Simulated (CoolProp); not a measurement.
The fluid at 525.65 K and 6.08 MPa is throttled through a valve to 1.45 MPa with no heat exchange. The same conditions are run with several fluids, on thermodynamics alone (safety and materials aside).

The numbers come from the reference Helmholtz-energy equation of state of each fluid (propylene: Lemmon 2013; normal hydrogen: Leachman 2009; methane: Setzmann 1991; n-butane: Bücker 2006; isobutane: Bücker 2006) in CoolProp.

```csv
fluid,temperature change (K),final phase,final density (kg/m³)
propylene,-17.8,gas,15.0
normal hydrogen,+2.4,supercritical,0.662
methane,-4.5,gas,5.37
n-butane,-26.2,gas,22.0
isobutane,-22.1,gas,21.6
```
